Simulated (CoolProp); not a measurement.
n-perfluoropentane along the isobar 2950 kPa: fugacity coefficient from the reference equation and from simpler models built on Tc = 421.0 K, pc = 2063 kPa, ω = 0.436; each cubic takes its own stable root.

The numbers come from the reference Helmholtz-energy equation of state, Gao 2022 in CoolProp.

| T (K) | phase | reference |
|---|---|---|
| 308.3 | liquid | 0.04861 |
| 324.3 | liquid | 0.07934 |
| 340.3 | liquid | 0.1213 |
| 356.2 | liquid | 0.1749 |
| 372.2 | liquid | 0.2407 |
| 388.2 | liquid | 0.3173 |
| 404.2 | liquid | 0.4024 |
| 420.1 | liquid | 0.4915 |
| 436.1 | supercritical | 0.5786 |
| 452.1 | supercritical | 0.6460 |
| 468.1 | supercritical | 0.6946 |
| 484 | supercritical | 0.7336 |
| 500 | supercritical | 0.7666 |

Q: How far does each simpler model (van der Waals, Redlich-Kwong, Soave-Redlich-Kwong) lie from the reference over these 13 states: mean and median of the absolute difference, and the worst?

A: 
- van der Waals: mean 67.6 %, median 21.7 %, worst +305.1 % at 308.3 K and 2950 kPa
- Redlich-Kwong: mean 26.7 %, median 9.3 %, worst +103.4 % at 308.3 K and 2950 kPa
- Soave-Redlich-Kwong: mean 2.6 %, median 2.5 %, worst +3.7 % at 388.2 K and 2950 kPa
